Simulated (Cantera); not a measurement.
A jet of 7.41 % CH4, 11.3 % O2, 81.3 % N2, equivalence ratio 1.3 at 300 K and 0.0200 bar hits a platinum plate 3.6 cm away at a mass flux of 0.1 kg/m²/s; the plate temperature is set and raised in steps from an oxygen-covered start.

Computed with Cantera and Deutschmann's 1995 Pt surface mechanism with GRI-Mech 3.0 gas chemistry. Catalytic surfaces can have several steady states; this one follows from the mechanism file's or the stated starting coverage.

One state of this run: wall x CH4 = 0.0384; wall x O2 = 0.0367; wall x H2O = 0.0667; wall x OH = 1.08e-6; wall x CO = 6.59e-5; wall x CO2 = 0.0441; θ free Pt = 0.630; θ O* = 0.370; θ CO* = 1.50e-5. x: mole fraction at the wall; θ: surface coverage.

Q: Which value of plate T (K) does it belong to?
(A) 1050
(B) 1250
(C) 1000
(D) 1100

A: A, 1050
